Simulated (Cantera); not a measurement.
A Cantera script and its output.

```python
import numpy as np
import cantera as ct

gas = ct.Solution("gri30.yaml")
gas.TPX = 325, 34000, {'C3H8': 1, 'O2': 3.33, 'N2': 12.5}
flame = ct.FreeFlame(gas, width=0.085)
flame.set_refine_criteria(ratio=3, slope=0.08, curve=0.16)
flame.transport_model = "mixture-averaged"
flame.solve(loglevel=0, auto=True)
flame.transport_model = "multicomponent"
flame.soret_enabled = True
flame.solve(loglevel=0, refine_grid=True)
z, T = flame.grid, flame.T
thick = (T[-1] - T[0]) / np.gradient(T, z).max()
show = ['C3H8', 'O2', 'CH2O', 'CO2', 'CO', 'H2']
print(f"laminar burning velocity  {flame.velocity[0] * 100:.3f} cm/s")
print(f"burnt temperature         {T[-1]:.1f} K")
print(f"thermal thickness         {thick * 1e3:.4f} mm")
print(f"grid points               {len(z)}")
z0 = z[flame.heat_release_rate.argmax()]
print(f"{'z/mm':>9s}{'T/K':>9s}{'u/(m/s)':>9s}" + "".join(f"{s:>11s}" for s in show))
rows = []
for k in (-3, -2, -1.5, -1, -0.5, -0.25, 0, 0.25, 0.5, 1, 2, 4, 8):
    zz = z0 + k * thick
    rows.append([k * thick, np.interp(zz, z, T), np.interp(zz, z, flame.velocity),
                 *(np.interp(zz, z, flame.X[gas.species_index(s)]) for s in show)])
    print(f"{rows[-1][0] * 1e3:9.3f}{rows[-1][1]:9.1f}{rows[-1][2]:9.3f}" + "".join(f"{x:11.3e}" for x in rows[-1][3:]))
```

It prints:

```
laminar burning velocity  33.557 cm/s
burnt temperature         1966.0 K
thermal thickness         1.3083 mm
grid points               148
     z/mm      T/K  u/(m/s)       C3H8         O2       CH2O        CO2         CO         H2
   -3.925    325.1    0.336  5.933e-02  1.975e-01  7.452e-08  1.968e-07  6.174e-06  1.759e-03
   -2.617    327.8    0.340  5.919e-02  1.966e-01  2.592e-06  6.797e-06  1.267e-04  5.500e-03
   -1.962    338.8    0.353  5.915e-02  1.949e-01  1.759e-05  4.631e-05  6.411e-04  1.008e-02
   -1.308    426.7    0.451  5.906e-02  1.853e-01  2.038e-04  5.810e-04  5.005e-03  2.006e-02
   -0.654    884.3    0.979  4.239e-02  1.350e-01  1.227e-03  5.823e-03  3.311e-02  4.067e-02
   -0.327   1275.5    1.479  1.519e-02  8.682e-02  1.552e-03  1.268e-02  6.383e-02  5.355e-02
    0.000   1633.0    1.960  4.586e-04  3.881e-02  5.808e-04  2.211e-02  9.630e-02  6.164e-02
    0.327   1817.2    2.200  4.785e-07  1.325e-02  1.268e-04  3.078e-02  1.098e-01  6.266e-02
    0.654   1884.7    2.283  1.276e-10  4.116e-03  3.679e-05  3.701e-02  1.113e-01  6.310e-02
    1.308   1919.7    2.320  5.633e-14  4.730e-04  5.177e-06  4.361e-02  1.086e-01  6.544e-02
    2.617   1932.4    2.331  1.777e-16  7.305e-05  4.127e-07  4.736e-02  1.062e-01  6.770e-02
    5.233   1939.8    2.339 -2.284e-16  5.153e-05  1.129e-08  4.810e-02  1.057e-01  6.844e-02
   10.466   1948.5    2.348  1.613e-17  3.475e-05  9.840e-10  4.792e-02  1.060e-01  6.874e-02
```

Computed with Cantera and GRI-Mech 3.0 (53 species, 325 reactions). GRI-Mech 3.0 was tuned for natural gas; its chemistry of propane as a main component is partial and can be far from experiment. Burning velocities carry a grid error of a few per cent, more on coarse grids.
